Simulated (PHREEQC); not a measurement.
Dissolve 0.073 mol HF, 0.02 mol H2SiF6, 0.34 mol H3PO4 and 0.00061 mol HCl per kg of water at 25 °C. Closed to the air; pH follows from the charge balance.

The numbers come from PHREEQC with the ion-association model, wateq4f.dat.

Question: The ionic strength comes out as 0.101 mol/kgw. What activity coefficients do F-, H+, HF2-, Cl-, SiF6-2 get?

Answer: F- 0.76, H+ 0.82, HF2- 0.76, Cl- 0.76, SiF6-2 0.37.

No solid was allowed to form. wateq4f.dat counts part of the HF as a dimer, H2F2, which phreeqc.dat doesn't know; its constant is uncertain. H3PO4, which wateq4f.dat lacks, is added to it with the constant of phreeqc.dat. SiF6-2 is the database's only silicon fluoride.
